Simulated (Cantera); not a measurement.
# Formation from one mole of O₂

Cantera with NASA thermochemical tables; ideal gases at 1 bar, condensed phases pure. Values are per mole of reaction as written; species without (g) are pure solids or liquids, kept so even where they would boil at 1 bar.

2 Ti + O₂(g) → 2 TiO(g)

| T (K) | ΔH° (kJ) | ΔS° (J/K) | ΔG° (kJ) | log10 K | condensed phases |
|---|---|---|---|---|---|
| 1050 | 94.8 | 178.3 | -92.4 | 4.60 | Ti(α) |
| 1125 | 92.1 | 175.8 | -105.7 | 4.91 | Ti(α) |
| 1200 | 82.3 | 167.3 | -118.5 | 5.16 | Ti(β) |
| 1275 | 81.0 | 166.3 | -131.0 | 5.37 | Ti(β) |
| 1350 | 79.5 | 165.1 | -143.4 | 5.55 | Ti(β) |
| 1425 | 77.9 | 163.9 | -155.8 | 5.71 | Ti(β) |
| 1500 | 76.0 | 162.7 | -168.0 | 5.85 | Ti(β) |

2 Si + O₂(g) → 2 SiO(g)

| T (K) | ΔH° (kJ) | ΔS° (J/K) | ΔG° (kJ) | log10 K |
|---|---|---|---|---|
| 1050 | -211.7 | 163.1 | -382.9 | 19.05 |
| 1125 | -212.9 | 161.9 | -395.1 | 18.34 |
| 1200 | -214.3 | 160.8 | -407.2 | 17.72 |
| 1275 | -215.6 | 159.7 | -419.2 | 17.17 |
| 1350 | -217.0 | 158.6 | -431.1 | 16.68 |
| 1425 | -218.5 | 157.6 | -443.0 | 16.24 |
| 1500 | -219.9 | 156.6 | -454.8 | 15.84 |

Ta + O₂(g) → TaO₂(g)

| T (K) | ΔH° (kJ) | ΔS° (J/K) | ΔG° (kJ) | log10 K |
|---|---|---|---|---|
| 1050 | -206.3 | 24.2 | -231.6 | 11.52 |
| 1125 | -206.8 | 23.7 | -233.4 | 10.84 |
| 1200 | -207.4 | 23.2 | -235.2 | 10.24 |
| 1275 | -208.0 | 22.7 | -236.9 | 9.71 |
| 1350 | -208.6 | 22.2 | -238.6 | 9.23 |
| 1425 | -209.2 | 21.8 | -240.2 | 8.81 |
| 1500 | -209.9 | 21.3 | -241.9 | 8.42 |
